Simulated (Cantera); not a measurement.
Input: 1 mol TiCl4, 0.79 mol CH4, 1 mol H2, held at 5.70 mbar.

Method: chemical equilibrium by Gibbs-energy minimisation in Cantera with the NASA 1993 tables (ideal gas, pure condensed phases). Candidate condensed phases: C, C6H6, C7H8, C8H18, Ti, TiC, TiCl2, TiCl3, TiCl4; 96 gas species. TiC: taken at fixed stoichiometry. Rates play no part.

Q: Which condensed phases are stable at each of these points (T (K)): 1323, 1423, 1523, 1623, 1723, 1823, 1923, 2023?

A: 
| T (K) | condensed phases | Ti condensed (%) |
|---|---|---|
| 1323 | C(graphite) + TiC(s) | 54.5 |
| 1423 | C(graphite) + TiC(s) | 61.8 |
| 1523 | C(graphite) + TiC(s) | 67.6 |
| 1623 | C(graphite) + TiC(s) | 72.1 |
| 1723 | C(graphite) + TiC(s) | 75.7 |
| 1823 | C(graphite) + TiC(s) | 78.5 |
| 1923 | TiC(s) | 78.9 |
| 2023 | TiC(s) | 78.9 |

From 1323 K to 1823 K the condensed part is C(graphite) + TiC(s). From 1923 K to 2023 K the condensed part is TiC(s).
